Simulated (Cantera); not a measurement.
**Premixed flame**

A freely propagating, adiabatic, planar premixed flame of CH4 : O2 : N2 = 1 : 1.67 : 4.17 (molar parts), equivalence ratio 1.2, unburnt at 650 K and 760 Torr; multicomponent transport, grid criteria slope 0.08 and curve 0.16, no radiation.

Model: GRI-Mech 3.0 (53 species, 325 reactions), integrated in Cantera. Burning velocities carry a grid error of a few per cent, more on coarse grids.

```json
[
 {"z (mm)": "-0.693", "T (K)": "650", "u (m/s)": "2.31", "x CH4": "0.146", "x O2": "0.244", "x H2O2": "<1e-8", "x H": "<1e-8", "x CO": "1.90e-6", "x H2O": "2.45e-5"},
 {"z (mm)": "-0.462", "T (K)": "652", "u (m/s)": "2.33", "x CH4": "0.145", "x O2": "0.243", "x H2O2": "8.94e-8", "x H": "<1e-8", "x CO": "2.83e-5", "x H2O": "0.000272"},
 {"z (mm)": "-0.346", "T (K)": "658", "u (m/s)": "2.36", "x CH4": "0.144", "x O2": "0.241", "x H2O2": "4.82e-7", "x H": "1.44e-7", "x CO": "0.000163", "x H2O": "0.00124"},
 {"z (mm)": "-0.231", "T (K)": "719", "u (m/s)": "2.61", "x CH4": "0.139", "x O2": "0.235", "x H2O2": "3.33e-6", "x H": "1.00e-5", "x CO": "0.00176", "x H2O": "0.00881"},
 {"z (mm)": "-0.115", "T (K)": "1179", "u (m/s)": "4.40", "x CH4": "0.100", "x O2": "0.192", "x H2O2": "1.13e-5", "x H": "0.000404", "x CO": "0.0209", "x H2O": "0.0607"},
 {"z (mm)": "-0.0577", "T (K)": "1646", "u (m/s)": "6.27", "x CH4": "0.0547", "x O2": "0.138", "x H2O2": "7.24e-6", "x H": "0.00203", "x CO": "0.0498", "x H2O": "0.117"},
 {"z (mm)": "0", "T (K)": "2072", "u (m/s)": "8.02", "x CH4": "0.0151", "x O2": "0.0769", "x H2O2": "3.77e-6", "x H": "0.00677", "x CO": "0.0817", "x H2O": "0.171"},
 {"z (mm)": "0.0577", "T (K)": "2285", "u (m/s)": "8.90", "x CH4": "0.00193", "x O2": "0.0378", "x H2O2": "8.39e-7", "x H": "0.0126", "x CO": "0.0933", "x H2O": "0.201"},
 {"z (mm)": "0.115", "T (K)": "2345", "u (m/s)": "9.12", "x CH4": "0.000146", "x O2": "0.0210", "x H2O2": "2.54e-7", "x H": "0.0161", "x CO": "0.0889", "x H2O": "0.211"},
 {"z (mm)": "0.231", "T (K)": "2378", "u (m/s)": "9.20", "x CH4": "6.62e-7", "x O2": "0.0125", "x H2O2": "1.82e-7", "x H": "0.0180", "x CO": "0.0786", "x H2O": "0.213"},
 {"z (mm)": "0.462", "T (K)": "2413", "u (m/s)": "9.30", "x CH4": "<1e-8", "x O2": "0.0102", "x H2O2": "1.66e-7", "x H": "0.0172", "x CO": "0.0731", "x H2O": "0.213"},
 {"z (mm)": "0.924", "T (K)": "2462", "u (m/s)": "9.45", "x CH4": "<1e-8", "x O2": "0.00876", "x H2O2": "1.55e-7", "x H": "0.0149", "x CO": "0.0718", "x H2O": "0.217"},
 {"z (mm)": "1.85", "T (K)": "2522", "u (m/s)": "9.64", "x CH4": "<1e-8", "x O2": "0.00711", "x H2O2": "1.47e-7", "x H": "0.0120", "x CO": "0.0708", "x H2O": "0.222"}
]
```
x: mole fraction of selected species; z is measured from the peak of heat release.

```json
{
 "laminar_burning_velocity": "231 cm/s",
 "thermal_thickness": "0.231 mm",
 "peak x(H2O2)": "1.16e-5",
 "peak x(H)": "0.0180",
 "peak x(CO)": "0.0934",
 "grid_points": "151"
}
```
